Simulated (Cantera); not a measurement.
An isothermal plug-flow reactor at 550 K and 0.661 atm (inlet), inlet velocity 0.89 m/s, active area per volume 1700 1/m; feed H₂ : O₂ : N₂ : H₂O = 0.0021 : 0.025 : 0.79 : 0.016 (molar parts), equivalence ratio 0.042.

Cantera simulation using Deutschmann's 1995 Pt surface mechanism with GRI-Mech 3.0 gas chemistry; the numbers are that mechanism's predictions, not measurements. Catalytic surfaces can have several steady states; this one follows from the mechanism file's or the stated starting coverage. Mass transfer to the wall is taken as infinitely fast.

x: gas mole fraction; θ: surface coverage.

```
z (m)          x H₂    x O₂   x H₂O  θ free Pt   θ O*    θ OH*
-------  ----------  ------  ------  ---------  -----  -------
0.00053  (withheld)  0.0290  0.0212     0.0279  0.958   0.0139
0.00089  (withheld)  0.0289  0.0214     0.0181  0.971   0.0113
0.0015   (withheld)  0.0289  0.0215     0.0114  0.980  0.00900
0.0025   (withheld)  0.0288  0.0216    0.00706  0.986  0.00712
0.0041   (withheld)  0.0288  0.0217    0.00441  0.990  0.00564
0.0069   (withheld)  0.0288  0.0217    0.00268  0.993  0.00441
0.011    (withheld)  0.0288  0.0217    0.00173  0.995  0.00355
0.019    (withheld)  0.0288  0.0217    0.00108  0.996  0.00281
0.032    (withheld)  0.0288  0.0217   0.000745  0.997  0.00233
0.053    (withheld)  0.0288  0.0217   0.000571  0.997  0.00204
```

### Question
What belongs in the gaps?

### Answer

- 0.00053, x H₂: 0.000521
- 0.00089, x H₂: 0.000337
- 0.0015, x H₂: 0.000211
- 0.0025, x H₂: 0.000130
- 0.0041, x H₂: 8.09e-5
- 0.0069, x H₂: 4.83e-5
- 0.011, x H₂: 3.01e-5
- 0.019, x H₂: 1.68e-5
- 0.032, x H₂: 9.04e-6
- 0.053, x H₂: 4.36e-6
